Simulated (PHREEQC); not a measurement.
# Nickel, zinc or cadmium bath: speciation

Make-up at 5 °C: 0.0057 mol CdCl2, 0.0004 mol NaOH and 0.0051 mol HCl per kg of water. Closed to the air; pH follows from the charge balance.

The numbers come from PHREEQC with the ion-association model, phreeqc.dat.

Each row changes one thing in this solution. No solid was allowed to form.

```
case                                  pH  ionic strength (mol/kgw)  Cl- (mol/kgw)  Cd+2 (mol/kgw)  CdCl+ (mol/kgw)  CdCl2 (mol/kgw)  SI of Halite (NaCl)
----------------------------------  ----  ------------------------  -------------  --------------  ---------------  ---------------  -------------------
as made                             2.38                    0.0171         0.0139         0.00321          0.00239          9.90e-5                -6.92
0.0014 mol/kgw Ca(HCO3)2 added      2.77                    0.0186         0.0139         0.00323          0.00237          9.74e-5                -6.92
HCl from 0.0051 to 0.00765 mol/kgw  2.19                    0.0193         0.0162         0.00302          0.00256         0.000122                -6.85
diluted 10-fold with water          3.35                   0.00210        0.00159        0.000510          5.93e-5          3.29e-7                -8.79
0.00032 mol/kgw Ba(OH)2 added       2.44                    0.0175         0.0139         0.00321          0.00239          9.86e-5                -6.92
NaOH from 0.0004 to 0.0006 mol/kgw  2.39                    0.0171         0.0139         0.00321          0.00239          9.90e-5                -6.74
```

Complexes and solids missing from the database can't appear. Away from 25 °C the constants follow the database's enthalpies or fits; those with neither stay at their 25 °C values.
